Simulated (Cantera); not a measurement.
Input: 1 mol Si, 0.65 mol Cl₂, 76 mol H₂, equilibrated at 0.0133 bar.

Method: chemical equilibrium by Gibbs-energy minimisation in Cantera with the NASA 1993 tables (ideal gas, pure condensed phases). Candidate condensed phases: Si; 19 gas species. The tables' values for SiCl₃ are old estimates; treat these amounts as uncertain. The numbers say what is thermodynamically allowed, not how fast it happens.

log p: log10 of the partial pressure in bar; n: condensed amount in mol.

```csv
T (°C),log p H₂,log p HCl,log p SiCl₄,log p SiHCl₃,log p SiCl₂,n Si(s)
475,-1.88,-4.96,-4.42,-4.69,(withheld),0.659
500,-1.88,-4.80,-4.43,-4.70,(withheld),0.667
525,-1.88,-4.65,-4.44,-4.72,(withheld),0.677
550,-1.88,-4.52,-4.46,-4.74,(withheld),0.690
575,-1.88,-4.39,-4.48,-4.76,(withheld),0.705
600,-1.88,-4.27,-4.52,-4.79,(withheld),0.725
625,-1.88,-4.17,-4.56,-4.83,(withheld),0.747
650,-1.88,-4.07,-4.62,-4.88,(withheld),0.773
675,-1.88,-3.98,-4.69,-4.94,(withheld),0.801
700,-1.88,-3.91,-4.79,-5.01,(withheld),0.830
725,-1.88,-3.84,-4.91,-5.11,(withheld),0.859
750,-1.88,-3.79,-5.06,-5.22,(withheld),0.886
775,-1.88,-3.75,-5.25,-5.37,(withheld),0.908
```

Q: Some entries are withheld; supply them.

A: 
- 475, log p SiCl₂: -8.11
- 500, log p SiCl₂: -7.75
- 525, log p SiCl₂: -7.42
- 550, log p SiCl₂: -7.11
- 575, log p SiCl₂: -6.83
- 600, log p SiCl₂: -6.56
- 625, log p SiCl₂: -6.32
- 650, log p SiCl₂: -6.10
- 675, log p SiCl₂: -5.90
- 700, log p SiCl₂: -5.73
- 725, log p SiCl₂: -5.58
- 750, log p SiCl₂: -5.45
- 775, log p SiCl₂: -5.35
